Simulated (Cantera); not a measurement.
Standard-state values (1 bar) from the NASA 1993 polynomials, evaluated with Cantera. Values are per mole of reaction as written; species without (g) are pure solids or liquids, kept so even where they would boil at 1 bar.

**Question.** Between 1625 and 2075 K, where is each reaction favourable under standard conditions?
- 2 HBr(g) + Ba = BaBr2 + H2(g)

**Answer.** 
- 2 HBr(g) + Ba = BaBr2 + H2(g): ΔG° is -429 kJ at 1625 K and -375 kJ at 2075 K; it stays negative (K > 1). ΔH° is -619 kJ and ΔS° -117 J/K at 2075 K.
